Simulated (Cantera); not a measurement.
Charge: 1 mol MgCO3, 0.18 mol SO3, 0.17 mol CO2, at 1 atm.

Method: chemical equilibrium by Gibbs-energy minimisation in Cantera with the NASA 1993 tables (ideal gas, pure condensed phases). Candidate condensed phases: C, Mg, MgCO3, MgO, MgS, MgSO4, S; 26 gas species. Mutual solubility and eutectic melting of coexisting phases are not modelled. The numbers say what is thermodynamically allowed, not how fast it happens.

x: gas mole fraction; n: condensed amount in mol.

```
T (°C)  x CO2    x SO2     x O2     x SO3  x CO  n MgO(s)  n MgSO4(s)
------  -----  -------  -------  --------  ----  --------  ----------
850     0.990  0.00659  0.00330  0.000191   ___     0.828       0.172
900     0.969   0.0204   0.0102  0.000665   ___     0.845       0.155
950     0.912   0.0571   0.0285   0.00208   ___     0.896       0.104
1000    0.814    0.121   0.0604   0.00441   ___      1.00           0
1050    0.814    0.122   0.0610   0.00317   ___      1.00           0
1100    0.813    0.123   0.0614   0.00233   ___      1.00           0
1150    0.813    0.123   0.0617   0.00175   ___      1.00           0
1200    0.813    0.124   0.0619   0.00133   ___      1.00           0
1250    0.813    0.124   0.0620   0.00104   ___      1.00           0
1300    0.813    0.124   0.0621  0.000817   ___      1.00           0
```

### Question
What belongs in the gaps?

### Answer

- 850, x CO: 4.30e-8
- 900, x CO: 8.68e-8
- 950, x CO: 1.59e-7
- 1000, x CO: 2.90e-7
- 1050, x CO: 7.87e-7
- 1100, x CO: 1.99e-6
- 1150, x CO: 4.71e-6
- 1200, x CO: 1.05e-5
- 1250, x CO: 2.23e-5
- 1300, x CO: 4.50e-5
